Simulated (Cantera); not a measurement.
**Equilibrium for calcination and drying: CaCO₃ + H₂ + H₂O + C**

Input: 1 mol CaCO₃, 1.1 mol H₂, 2.7 mol H₂O, 0.021 mol C, at 50.0 mbar.

Equilibrium computed with Cantera from the NASA thermochemical tables; the gas is ideal and each condensed phase is pure. Candidate condensed phases: C, C₆H₆, C₇H₈, C₈H₁₈, Ca, CaCO₃, CaO, Ca(OH)₂, H₂O; 115 gas species. The numbers say what is thermodynamically allowed, not how fast it happens.

At 698 K the condensed part is CaCO₃(calcite). From 798 K to 898 K the condensed part is CaCO₃(calcite) + CaO(s). From 998 K to 1898 K the condensed part is CaO(s).

```
T (K)  x H₂O   x H₂    x CO₂      x CO       x H  n CaCO₃(calcite)  n CaO(s)
-----  -----  -----  -------  --------  --------  ----------------  --------
698    0.696  0.298  0.00518  0.000231    <1e-12              1.00         0
798    0.696  0.298  0.00583  0.000583  6.51e-12             0.996   0.00352
898    0.631  0.246    0.106    0.0177  2.43e-10             0.487     0.513
998    0.591  0.197    0.172    0.0397   4.27e-9                 0      1.00
1098   0.602  0.187    0.161    0.0504   4.78e-8                 0      1.00
1198   0.611  0.177    0.152    0.0600   3.58e-7                 0      1.00
1298   0.620  0.168    0.143    0.0684   1.97e-6                 0      1.00
1398   0.627  0.161    0.136    0.0757   8.50e-6                 0      1.00
1498   0.633  0.155    0.130    0.0819   3.02e-5                 0     1.000
1598   0.639  0.150    0.124    0.0873   9.20e-5                 0     1.000
1698   0.643  0.145    0.120    0.0920  0.000246                 0     1.000
1798   0.647  0.141    0.116    0.0959  0.000591                 0     1.000
1898   0.650  0.137    0.112    0.0994   0.00129                 0     1.000
```
x: gas mole fraction; n: condensed amount in mol.
